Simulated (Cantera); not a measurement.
Feed: 1 mol BN, 0.077 mol N2, held at 10.0 mbar.

Method: chemical equilibrium by Gibbs-energy minimisation in Cantera with the NASA 1993 tables (ideal gas, pure condensed phases). Candidate condensed phases: B, BN; 5 gas species. Rates play no part. All values below are at 1475 K.

Base state: N2 1.00 (mole fractions); condensed: BN(s).

### Question
What changes in the equilibrium state with this change: 0.021 mol H2O added?

### Answer
```tsv
species	before	after
N2	1.00	0.797
H2	0	0.197
HBO2	0	0.00341
B2O3	0	0.00129
HBO	0	0.00101
H2O	0	0.000309
H	0	5.75e-5
B2O2	0	4.13e-5
BN(s), mol	1.00	0.986
B2O3(l), mol	0	0.00658
```
Mutual solubility and eutectic melting of coexisting phases are not modelled. Further candidate phases: B2O3, B3O3H3, H2O.
